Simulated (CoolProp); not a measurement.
Vapour-liquid equilibrium of toluene (1) + o-xylene (2) at 11.3 kPa; x and y are mole fractions of (1).

Values from CoolProp's multi-fluid Helmholtz-energy mixture model, Lemmon 2006 and Zhou 2012; pair parameters Bell 2016.

```
x     bubble temperature (K)  y at the bubble point  dew temperature at overall composition x (K)  liquid density (mol/L)
----  ----------------------  ---------------------  --------------------------------------------  ----------------------
0.05                   347.8                  0.138                                         349.4                   7.895
0.2                    341.3                  0.447                                         346.7                   8.089
0.35                   336.0                  0.645                                         343.6                   8.281
0.5                    331.5                  0.776                                         340.0                   8.471
0.65                   327.8                  0.867                                         335.8                   8.662
0.8                    324.7                  0.933                                         330.6                   8.856
0.95                   322.0                  0.985                                         323.9                   9.055
```

No azeotrope shows between x = 0.05 and 0.95.

The pair parameters rest on a limited set of measurements; away from them the model extrapolates.
